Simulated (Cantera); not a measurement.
# Reactions in the system C-H-Ti

Cantera with NASA thermochemical tables; ideal gases at 1 bar, condensed phases pure. Values are per mole of reaction as written; species without (g) are pure solids or liquids, kept so even where they would boil at 1 bar. TiC: taken at fixed stoichiometry.

C₂H₂(g) + 2 Ti → 2 H(g) + 2 TiC

```json
[
 {"T (K)": "300", "ΔH° (kJ)": "-160.4", "ΔS° (J/K)": "15.6", "ΔG° (kJ)": "-165.1", "log10 K": "28.74"},
 {"T (K)": "350", "ΔH° (kJ)": "-159.6", "ΔS° (J/K)": "18.1", "ΔG° (kJ)": "-165.9", "log10 K": "24.76"},
 {"T (K)": "400", "ΔH° (kJ)": "-158.6", "ΔS° (J/K)": "20.6", "ΔG° (kJ)": "-166.9", "log10 K": "21.79"},
 {"T (K)": "450", "ΔH° (kJ)": "-157.6", "ΔS° (J/K)": "23.0", "ΔG° (kJ)": "-168.0", "log10 K": "19.50"},
 {"T (K)": "500", "ΔH° (kJ)": "-156.5", "ΔS° (J/K)": "25.3", "ΔG° (kJ)": "-169.2", "log10 K": "17.67"},
 {"T (K)": "550", "ΔH° (kJ)": "-155.4", "ΔS° (J/K)": "27.4", "ΔG° (kJ)": "-170.5", "log10 K": "16.19"},
 {"T (K)": "600", "ΔH° (kJ)": "-154.3", "ΔS° (J/K)": "29.3", "ΔG° (kJ)": "-171.9", "log10 K": "14.97"},
 {"T (K)": "650", "ΔH° (kJ)": "-153.2", "ΔS° (J/K)": "31.1", "ΔG° (kJ)": "-173.4", "log10 K": "13.94"},
 {"T (K)": "700", "ΔH° (kJ)": "-152.2", "ΔS° (J/K)": "32.6", "ΔG° (kJ)": "-175.0", "log10 K": "13.06"}
]
```
